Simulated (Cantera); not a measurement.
Feed: 1 mol Cu2O, 5.1 mol CO, 3 mol H2, 1.7 mol CH4, at 75.0 Torr.

These are equilibrium values from Cantera (NASA tables, ideal gas, pure condensed phases), not measurements of a reactor. Candidate condensed phases: C, C6H6, C7H8, C8H18, Cu, CuO, Cu(OH)2, Cu2O, H2O; 113 gas species. Equilibrium is a limit: real reactors are often held back by kinetics, nucleation or transport.

Task: Which condensed phases are stable at each of these points (T (K)): 1423, 1523, 1623, 1723, 1823, 1923, 2023, 2123, 2223, 2323, 2423?

Result: 
| T (K) | condensed phases | Cu condensed (%) |
|---|---|---|
| 1423 | C(graphite) + Cu(l) | 100.0 |
| 1523 | C(graphite) + Cu(l) | 99.9 |
| 1623 | C(graphite) + Cu(l) | 99.7 |
| 1723 | C(graphite) + Cu(l) | 98.7 |
| 1823 | C(graphite) + Cu(l) | 95.5 |
| 1923 | C(graphite) + Cu(l) | 86.9 |
| 2023 | C(graphite) + Cu(l) | 64.5 |
| 2123 | C(graphite) + Cu(l) | 8.2 |
| 2223 | C(graphite) | 0.0 |
| 2323 | C(graphite) | 0.0 |
| 2423 | C(graphite) | 0.0 |

From 1423 K to 2123 K the condensed part is C(graphite) + Cu(l). From 2223 K to 2423 K the condensed part is C(graphite).
